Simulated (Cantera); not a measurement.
Charge: 1 mol CCl4, 1.4 mol HCl, 0.12 mol CH4, at 2648 K and 8.25 Torr.

Method: chemical equilibrium by Gibbs-energy minimisation in Cantera with the NASA 1993 tables (ideal gas, pure condensed phases). Candidate condensed phases: C, C6H6, C7H8, C8H18; 91 gas species. The numbers say what is thermodynamically allowed, not how fast it happens.

Base state: Cl 0.686, HCl 0.250, H 0.0500, H2 0.0127, C3 0.000396, C2H2 (acetylene) 0.000248, Cl2 0.000222, C 0.000103 (mole fractions); condensed: C(graphite).

**Question.** What changes in the equilibrium state with this change: HCl from 1.4 to 0.03 mol?

**Answer.** 
| species | before | after |
|---|---|---|
| Cl | 0.686 | 0.876 |
| HCl | 0.250 | 0.105 |
| H | 0.0500 | 0.0164 |
| H2 | 0.0127 | 0.00137 |
| C2H2 (acetylene) | 0.000248 | 2.68e-5 |
| C2H | 9.40e-5 | 3.09e-5 |
| C(graphite), mol | 1.11 | 1.11 |

**Question.** What changes in the equilibrium state with this change: temperature from 2648 K to 3298.15 K?

**Answer.** 
```tsv
species	before	after
Cl	0.686	0.690
H	0.0500	0.219
C3	0.000396	0.0334
HCl	0.250	0.0187
C	0.000103	0.0245
H2	0.0127	0.00398
C2	3.75e-5	0.00891
C4	4.32e-7	9.97e-5
C(graphite), mol	1.11	0
```
The tables' values for CCl are old estimates; treat these amounts as uncertain.

**Question.** What changes in the equilibrium state with this change: CH4 from 0.12 to 0.014 mol?

**Answer.** 
| species | before | after |
|---|---|---|
| Cl | 0.686 | 0.749 |
| HCl | 0.250 | 0.205 |
| H | 0.0500 | 0.0376 |
| H2 | 0.0127 | 0.00718 |
| C2H2 (acetylene) | 0.000248 | 0.000140 |
| C2H | 9.40e-5 | 7.06e-5 |
| C2HCl | 7.00e-5 | 5.74e-5 |
| Cl2 | 0.000222 | 0.000265 |
| C(graphite), mol | 1.11 | 1.00 |
